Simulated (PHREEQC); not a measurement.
Consider water at 25 °C with 0.01 mol HF and 0.015 mol NH4F per kg of water. Closed to the air; pH follows from the charge balance.

All values are PHREEQC results (ion-association model, wateq4f.dat), not measurements.

Precipitation was switched off in this run.

### Question
Order these F species by the share of F that they hold, largest first: HF, HF2-, H2F2, F-.

### Answer
F- (60 %), HF (35 %), HF2- (4.0 %), H2F2 (1.6 %)

The pH is 3.36 and the ionic strength 0.0155 mol/kgw.
